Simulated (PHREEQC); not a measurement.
Consider water at 80 °C with 35 mmol/kgw CuSO4, 1.6 mmol/kgw MgSO4, 42 mmol/kgw HCl and 3.5 mmol/kgw NaCl. Closed to the air; pH follows from the charge balance.

All values are PHREEQC results (ion-association model, phreeqc.dat), not measurements.

Q: The ionic strength comes out as 0.107 mol/kgw. What activity coefficients do Mg+2, CuCl+, NaSO4-, Cl-, Na+ get?

A: Mg+2 0.36, CuCl+ 0.74, NaSO4- 0.76, Cl- 0.74, Na+ 0.76.

This is a speciation only: nothing precipitates in the calculation. Species that the database lacks are ignored. At this temperature some constants are extrapolated from 25 °C, and those without enthalpy data are left unchanged.
